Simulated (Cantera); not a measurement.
An isothermal, constant-pressure homogeneous reactor starts with C2H6 : N2 = 1 : 9.1 (molar parts), at 1500 K and 0.00870 bar. Integrator tolerance rtol = 1e-08.

Model: GRI-Mech 3.0 (53 species, 325 reactions), integrated in Cantera. GRI-Mech 3.0 stops at C3 and has no aromatics, soot or wall deposition, so with more carbon than oxygen in the feed, carbon stays in small species such as C2H2 where larger ones or solid carbon would form. Radical loss at walls, strong at low pressure, is not modelled.

What does this change do: N2 9.1 to 3 parts?


| quantity | before | after |
|---|---|---|
| x(C2H6) at 100 s | 7.23e-8 (gas-phase equilibrium 2.04e-10) | 1.34e-7 (gas-phase equilibrium 2.27e-9) |
| x(C2H4) at 100 s | 3.45e-5 (gas-phase equilibrium 1.64e-5) | 0.000136 (gas-phase equilibrium 9.08e-5) |
| x(CH3) at 100 s | 2.40e-5 (gas-phase equilibrium 9.41e-7) | 3.39e-5 (gas-phase equilibrium 3.14e-6) |
| x(CH2) at 100 s | 8.48e-9 (gas-phase equilibrium 3.65e-10) | 8.67e-9 (gas-phase equilibrium 8.58e-10) |
| x(H) at 100 s | 6.95e-5 (gas-phase equilibrium 7.72e-5) | 0.000102 (gas-phase equilibrium 0.000110) |
| x(HCN) at 100 s | 1.17e-6 (gas-phase equilibrium 0.0840) | 4.18e-7 (gas-phase equilibrium 0.110) |

What does this change do: 0.26 parts H2O added?


```json
[
 {"quantity": "x(C2H6) at 100 s", "before": "7.23e-8 (gas-phase equilibrium 2.04e-10)", "after": "1.85e-7 (gas-phase equilibrium 2.12e-10)"},
 {"quantity": "x(C2H4) at 100 s", "before": "3.45e-5 (gas-phase equilibrium 1.64e-5)", "after": "3.59e-5 (gas-phase equilibrium 1.49e-5)"},
 {"quantity": "x(CH3) at 100 s", "before": "2.40e-5 (gas-phase equilibrium 9.41e-7)", "after": "3.84e-5 (gas-phase equilibrium 9.60e-7)"},
 {"quantity": "x(CH2) at 100 s", "before": "8.48e-9 (gas-phase equilibrium 3.65e-10)", "after": "1.42e-8 (gas-phase equilibrium 3.48e-10)"},
 {"quantity": "x(H) at 100 s", "before": "6.95e-5 (gas-phase equilibrium 7.72e-5)", "after": "7.13e-5 (gas-phase equilibrium 8.26e-5)"},
 {"quantity": "x(HCN) at 100 s", "before": "1.17e-6 (gas-phase equilibrium 0.0840)", "after": "1.25e-6 (gas-phase equilibrium 0.0734)"}
]
```
